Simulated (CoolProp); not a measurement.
Ammonia at several states: fugacity coefficient from the reference equation and from simpler models built on Tc = 405.6 K, pc = 11.36 MPa, ω = 0.256; each cubic takes its own stable root.

Computed with CoolProp (reference Helmholtz-energy equation of state, Gao 2020).

```
T (K)  p (MPa)          phase  reference
-----  -------  -------------  ---------
229.1     23.8         liquid   0.003205
719.5     2.59            gas     0.9918
470.3     44.1  supercritical     0.4358
349.5     1.64            gas     0.9088
624.7   0.0549            gas     0.9997
```

Task: How far does each simpler model (van der Waals, Redlich-Kwong, Soave-Redlich-Kwong, Peng-Robinson) lie from the reference over these 5 states: mean and median of the absolute difference, and the worst?

Result: 
- van der Waals: mean 277.9 %, median 3.3 %, worst +1379.6 % at 229.1 K and 23.8 MPa
- Redlich-Kwong: mean 27.1 %, median 1.9 %, worst +128.8 % at 229.1 K and 23.8 MPa
- Soave-Redlich-Kwong: mean 4.1 %, median 1.4 %, worst +14.5 % at 470.3 K and 44.1 MPa
- Peng-Robinson: mean 2.0 %, median 0.7 %, worst +5.7 % at 470.3 K and 44.1 MPa
